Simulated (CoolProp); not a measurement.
Saturated liquid density (kg/m³) of C3F8 (R218): the reference equation beside estimates from Tc = 71.9 °C, pc = 2.640 MPa, ω = 0.317. Rackett uses Z = 0.29056 − 0.08775 ω.

Values from CoolProp's reference Helmholtz-energy equation of state, Lemmon 2006. It is a short technical equation, of lower accuracy than the large ones.

| T (°C) | reference | Rackett | van der Waals | Peng-Robinson |
|---|---|---|---|---|
| -3.05 | 1469 | 1563 | 909.9 | 1555 |
| 2.45 | … | … | 893.2 | 1521 |
| 7.85 | 1416 | … | 876.0 | … |
| 13.25 | 1389 | 1474 | 858.0 | … |
| 18.65 | 1360 | … | 839.2 | 1409 |
| 24.15 | 1328 | 1408 | 819.0 | 1365 |
| 29.55 | 1296 | 1372 | 797.9 | 1319 |
| 34.95 | 1261 | 1334 | 775.4 | … |
| 40.45 | 1222 | 1292 | 750.7 | 1213 |
| 45.85 | 1180 | 1247 | 724.2 | 1153 |
| 51.25 | 1133 | 1197 | 694.8 | 1086 |
| 56.75 | … | 1138 | 660.7 | 1007 |

Q: Some entries are withheld; supply them.

A: 
- 2.45, reference: 1443
- 2.45, Rackett: 1534
- 7.85, Rackett: 1505
- 7.85, Peng-Robinson: 1486
- 13.25, Peng-Robinson: 1449
- 18.65, Rackett: 1442
- 34.95, Peng-Robinson: 1269
- 56.75, reference: 1076

Absolute difference from the reference over all 12 rows, mean and median: Rackett 6.0 and 5.9 %, van der Waals 38.4 and 38.4 %, Peng-Robinson 3.6 and 3.9 %.
